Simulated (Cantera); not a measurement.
# Moist CO burnout

A perfectly stirred reactor is fed with CO : O₂ : H₂O : N₂ = 0.0032 : 0.0075 : 0.0005 : 1 (molar parts), at 5.00 bar; it is held at 1300 K, and followed from long to short residence time.

Detailed kinetics in Cantera: GRI-Mech 3.0 (53 species, 325 reactions).

```
τ (s)       x CO     x O₂     x H₂O   x H₂O₂    x NO₂     x CO₂      x H
------  --------  -------  --------  -------  -------  --------  -------
0.46    0.000178  0.00593  0.000493  1.38e-9  1.03e-7   0.00299  8.31e-8
0.29    0.000250  0.00596  0.000493  1.91e-9  8.97e-8   0.00292  1.23e-7
0.18    0.000351  0.00601  0.000493  2.64e-9  7.31e-8   0.00282  1.83e-7
0.11    0.000491  0.00608  0.000492  3.64e-9  5.56e-8   0.00268  2.72e-7
0.072   0.000645  0.00616  0.000491  4.72e-9  4.18e-8   0.00252  3.77e-7
0.045   0.000858  0.00626  0.000491  6.14e-9  2.89e-8   0.00231  5.28e-7
0.028    0.00112  0.00639  0.000490  7.76e-9  1.89e-8   0.00205  7.19e-7
0.018    0.00140  0.00653  0.000489  9.36e-9  1.21e-8   0.00177  9.24e-7
0.011    0.00173  0.00669  0.000488  1.11e-8  6.87e-9   0.00143  1.16e-6
0.0069   0.00206  0.00685  0.000488  1.25e-8  3.75e-9   0.00111  1.37e-6
0.0044   0.00235  0.00700  0.000487  1.34e-8  1.94e-9  0.000812  1.50e-6
```
x: mole fraction; the columns are a selection and need not sum to one.
